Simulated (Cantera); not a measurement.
Feed: 1 mol AlCl3, 4 mol O2, a varied amount of N2, at 1175 K and 0.490 bar.

Equilibrium computed with Cantera from the NASA thermochemical tables; the gas is ideal and each condensed phase is pure. Candidate condensed phases: Al, AlCl3, AlN, Al2O3; 24 gas species. The numbers say what is thermodynamically allowed, not how fast it happens.

### Question
At 300 mol N2, list the 5 most abundant gas species with their mole fractions, and the condensed phases.

### Answer
N2 0.984, O2 0.0106, Cl2 0.00474, Cl 0.000356, NO 4.05e-5. Condensed: Al2O3(s).
